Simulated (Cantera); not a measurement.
# Transport properties of process gases

Gas mixture: 11.8 % CO, 8.02 % C2H4, 47.2 % N2, 33.0 % CH3OH, at 30.8 Torr, frozen composition.

Cantera's kinetic-theory transport with the Lennard-Jones parameters of GRI-Mech 3.0, ideal gas; thermal conductivity in the multicomponent form. Polar gases are described roughly by these parameters.

```csv
T (K),ρ (kg/m³),cp (J/kg/K),μ (µPa s),λ (mW/m/K),Pr,D (cm²/s) C2H2,D (cm²/s) NH3,D (cm²/s) CH4
400,0.0362,1311,17.6,31.4,0.736,6.03,8.00,8.16
500,0.0289,1436,21.3,41.2,0.741,9.08,12.3,12.2
600,0.0241,1557,24.6,51.4,0.746,12.6,17.3,16.8
700,0.0207,1666,27.8,61.8,0.749,16.5,23.0,22.0
800,0.0181,1760,30.8,72.2,0.751,20.9,29.3,27.7
900,0.0161,1843,33.7,82.4,0.753,25.6,36.3,33.9
1000,0.0145,1926,36.4,92.8,0.754,30.7,43.7,40.5
```
D: mixture-averaged diffusion coefficient of that species in the mixture.
